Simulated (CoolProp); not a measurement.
Computed with CoolProp (reference Helmholtz-energy equation of state, Thol 2018).

Q: For hydrogen chloride, give the phase and the density (kg/m³), cv (kJ/(kg K)), speed of sound (m/s), Joule-Thomson coefficient (K/MPa) at -80.15 °C and 2.25 MPa.

A: 
- -80.15 °C and 2.25 MPa: liquid; density 1180, cv 1.03, speed of sound 1080, Joule-Thomson coefficient -0.304
